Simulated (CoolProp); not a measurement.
A simple Rankine cycle with cyclopropane: condensing at 288.15 K, boiler at 2.66 MPa, turbine inlet 472 K, turbine efficiency 0.8, pump efficiency 0.6, no recuperator. Each further row changes one setting.

Computed with CoolProp (reference Helmholtz-energy equation of state, Polt 1992). This equation is an older, rougher fit; its heat capacities, sound speeds and derivatives of the liquid may be far off and weren't checked against measurements.

| case | thermal efficiency (%) | net work (kJ/kg) | heat in (kJ/kg) | turbine exit temperature (K) | volume ratio over the turbine |
|---|---|---|---|---|---|
| as stated | 13.3 | 96.2 | 723 | 411.6 | 4.57 |
| condensing temperature 280.15 K | 14.9 | 110 | 742 | 403.1 | 5.72 |
| boiler pressure 1.86 MPa | 10.7 | 78.2 | 734 | 426.3 | 3.21 |
| turbine efficiency 0.7 | 11.5 | 83.5 | 723 | 418.1 | 4.65 |
